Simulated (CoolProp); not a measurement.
Saturation properties of R245fa (Tc = 153.9 °C, pc = 3.651 MPa, ω = 0.378).

Model: reference Helmholtz-energy equation of state, Akasaka 2015, in CoolProp.

```tsv
T (°C)	p (MPa)	vapour Z	liquid viscosity (µPa s)
53.65	___	0.8939	284
61.65	0.4846	0.8756	259
69.65	0.6037	___	236
77.55	___	0.8327	___
85.55	0.9045	0.8076	___
93.55	1.093	0.7797	179
101.55	1.309	0.7487	163
109.55	1.556	0.7140	147
117.55	1.837	0.6749	133
125.55	2.155	0.6300	119
133.55	2.514	___	106
141.55	2.919	0.5128	92.1
```

Question: What belongs in the gaps?

Answer: 
- 53.65, p (MPa): 0.3843
- 69.65, vapour Z: 0.8551
- 77.55, p (MPa): 0.7417
- 77.55, liquid viscosity (µPa s): 216
- 85.55, liquid viscosity (µPa s): 197
- 133.55, vapour Z: 0.5774

It boils at 15.0 °C under 1 atm.

Viscosity comes from a separate model (Bell 2016), an estimate that may be off by 10 % or more.
